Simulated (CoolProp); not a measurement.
A simple Rankine cycle with n-butane: condensing at 310.15 K, boiler at 2.01 MPa, turbine inlet 427.7 K, turbine efficiency 0.75, pump efficiency 0.8, no recuperator. Each further row changes one setting.

Computed with CoolProp (reference Helmholtz-energy equation of state, Bücker 2006).

```csv
case,thermal efficiency (%),net work (kJ/kg),heat in (kJ/kg),turbine exit temperature (K),volume ratio over the turbine
as stated,11.4,62.6,551,380.5,6.18
turbine inlet 447.7 K,11.2,67.7,603,402.3,6.02
condensing temperature 302.15 K,12.5,71.4,571,375.5,7.78
boiler pressure 1.41 MPa,9.4,53.4,568,392.6,4.13
turbine efficiency 0.65,9.8,53.8,551,384.7,6.26
```
